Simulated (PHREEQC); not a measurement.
Make-up at 65 °C: 0.063 mol H3PO4 and 0.015 mol Na2B4O7 per kg of water. Closed to the air; pH follows from the charge balance.

Model: ion-association model, wateq4f.dat, run in PHREEQC.

Each row changes one thing in this solution. This is a speciation only: nothing precipitates in the calculation.

```json
[
 {"case": "as made", "pH": "2.37", "ionic strength (mol/kgw)": "0.0350", "H2PO4- (mol/kgw)": "0.0350", "H3PO4 (mol/kgw)": "0.0280", "HPO4-2 (mol/kgw)": "1.06e-6", "H2BO3- (mol/kgw)": "1.89e-8"},
 {"case": "temperature from 65 to 90 °C", "pH": "2.44", "ionic strength (mol/kgw)": "0.0343", "H2PO4- (mol/kgw)": "0.0343", "H3PO4 (mol/kgw)": "0.0287", "HPO4-2 (mol/kgw)": "1.39e-6", "H2BO3- (mol/kgw)": "3.13e-8"},
 {"case": "0.00073 mol/kgw Na2CO3 added", "pH": "2.40", "ionic strength (mol/kgw)": "0.0361", "H2PO4- (mol/kgw)": "0.0361", "H3PO4 (mol/kgw)": "0.0269", "HPO4-2 (mol/kgw)": "1.19e-6", "H2BO3- (mol/kgw)": "2.04e-8"},
 {"case": "Na2B4O7 replaced by HBF4 at the same molality", "pH": "1.67", "ionic strength (mol/kgw)": "0.0243", "H2PO4- (mol/kgw)": "0.0125", "H3PO4 (mol/kgw)": "0.0505", "HPO4-2 (mol/kgw)": "7.15e-8", "H2BO3- (mol/kgw)": "2.16e-10"},
 {"case": "Na2B4O7 from 0.015 to 0.0015 mol/kgw", "pH": "1.88", "ionic strength (mol/kgw)": "0.0178", "H2PO4- (mol/kgw)": "0.0178", "H3PO4 (mol/kgw)": "0.0452", "HPO4-2 (mol/kgw)": "1.56e-7", "H2BO3- (mol/kgw)": "5.87e-10"},
 {"case": "temperature from 65 to 45 °C", "pH": "2.31", "ionic strength (mol/kgw)": "0.0357", "H2PO4- (mol/kgw)": "0.0357", "H3PO4 (mol/kgw)": "0.0272", "HPO4-2 (mol/kgw)": "8.44e-7", "H2BO3- (mol/kgw)": "1.21e-8"}
]
```

H3PO4, which wateq4f.dat lacks, is added to it with the constant of phreeqc.dat. At this temperature some constants are extrapolated from 25 °C, and those without enthalpy data are left unchanged.
